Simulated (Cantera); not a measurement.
Feed: 1 mol Al, 37 mol N2O, 1.8 mol H2, held at 0.133 bar.

Method: chemical equilibrium by Gibbs-energy minimisation in Cantera with the NASA 1993 tables (ideal gas, pure condensed phases). Candidate condensed phases: Al, AlN, Al2O3, H2O; 35 gas species. Rates play no part. All values below are at 848 K.

Base state: N2 0.665, O2 0.303, H2O 0.0323 (mole fractions); condensed: Al2O3(s).

### Question
What changes in the equilibrium state with this change: Al replaced by AlCl3?

### Answer
```json
[
 {"species": "N2", "before": "0.665", "after": "0.643"},
 {"species": "O2", "before": "0.303", "after": "0.300"},
 {"species": "HCl", "before": "0", "after": "0.0287"},
 {"species": "H2O", "before": "0.0323", "after": "0.0169"},
 {"species": "Cl2", "before": "0", "after": "0.0117"},
 {"species": "Al2O3(s), mol", "before": "0.500", "after": "0.500"}
]
```
Condensed phases not in the tables: AlOCl. Further candidate phases: AlCl3, NH4Cl.

### Question
What changes in the equilibrium state with this change: 1.1 mol NH3 added?

### Answer
```json
[
 {"species": "N2", "before": "0.665", "after": "0.658"},
 {"species": "O2", "before": "0.303", "after": "0.281"},
 {"species": "H2O", "before": "0.0323", "after": "0.0605"},
 {"species": "Al2O3(s), mol", "before": "0.500", "after": "0.500"}
]
```
